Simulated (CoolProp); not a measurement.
Properties of oxygen along the isobar 67 bar (Tc = 154.6 K, pc = 50.46 bar, ω = 0.022).

The numbers come from the reference Helmholtz-energy equation of state, Schmidt 1985 in CoolProp. Above 300 K oxygen's equation is extrapolated.

```tsv
T (K)	phase	density (kg/m³)	speed of sound (m/s)	conductivity (mW/(m K))	Prandtl number
73.4	liquid	1231	1061	178	3.23
105.5	liquid	___	___	135	___
137.5	liquid	884.4	539.5	89.8	1.70
169.5	supercritical	282.5	209.2	32.2	2.01
201.5	supercritical	160.9	255.0	25.0	0.975
233.5	supercritical	124.5	286.0	25.8	0.848
265.5	supercritical	103.9	311.0	27.5	___
297.6	supercritical	89.96	332.6	___	0.772
329.6	supercritical	79.75	351.8	31.6	0.757
361.6	supercritical	71.83	369.3	___	___
```

Problem. Complete the blanks.

Solution. 
- 105.5, density (kg/m³): 1081
- 105.5, speed of sound (m/s): 817.0
- 105.5, Prandtl number: 1.85
- 265.5, Prandtl number: 0.798
- 297.6, conductivity (mW/(m K)): 29.5
- 361.6, conductivity (mW/(m K)): 33.7
- 361.6, Prandtl number: 0.747

Viscosity comes from a separate model (Lemmon 2004). Thermal conductivity comes from a separate model (Lemmon 2004).
